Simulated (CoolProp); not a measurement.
Model: reference Helmholtz-energy equation of state, Tillner-Roth 1997, in CoolProp.

Question: Give the vapour pressure (bar), liquid cp (kJ/(kg K)), liquid viscosity (µPa s) of saturated CH2F2 (R32) at 278.7, 341.7 K.

Answer: 
| T (K) | p (bar) | liquid cp (kJ/(kg K)) | liquid viscosity (µPa s) |
|---|---|---|---|
| 278.7 | 9.68 | 1.78 | 142 |
| 341.7 | 47.3 | 4.36 | 59.2 |

Viscosity comes from a separate model (Bell 2016), an estimate that may be off by 10 % or more.
